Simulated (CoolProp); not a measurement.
Vapour pressure (kPa) of oxygen: the reference equation beside estimates from Tc = 154.6 K, pc = 5046 kPa, ω = 0.022.

Computed with CoolProp (reference Helmholtz-energy equation of state, Schmidt 1985).

| T (K) | reference | Lee-Kesler | van der Waals | Redlich-Kwong | Soave-Redlich-Kwong |
|---|---|---|---|---|---|
| 123.2 | 1225 | 1226 | 1900 | 1207 | 1237 |
| 125.8 | 1410 | 1410 | 2092 | 1399 | 1425 |
| 128.3 | 1605 | 1605 | 2287 | 1602 | 1624 |
| 130.8 | 1820 | 1819 | 2494 | 1824 | 1843 |
| 133.4 | 2064 | 2062 | 2721 | 2076 | 2091 |
| 135.9 | 2320 | 2317 | 2950 | 2340 | 2350 |
| 138.4 | 2598 | 2594 | 3191 | 2626 | 2632 |
| 140.9 | 2899 | 2895 | 3444 | 2933 | 2936 |
| 143.5 | 3239 | 3235 | 3720 | 3278 | 3277 |
| 146 | 3593 | 3589 | 3998 | 3633 | 3631 |
| 148.5 | 3975 | 3973 | 4287 | 4013 | 4009 |
| 151.1 | 4405 | 4405 | 4602 | 4435 | 4431 |

Absolute difference from the reference over all 12 rows, mean and median: Lee-Kesler 0.1 and 0.1 %, van der Waals 26.8 and 25.0 %, Redlich-Kwong 0.9 and 0.9 %, Soave-Redlich-Kwong 1.1 and 1.2 %.
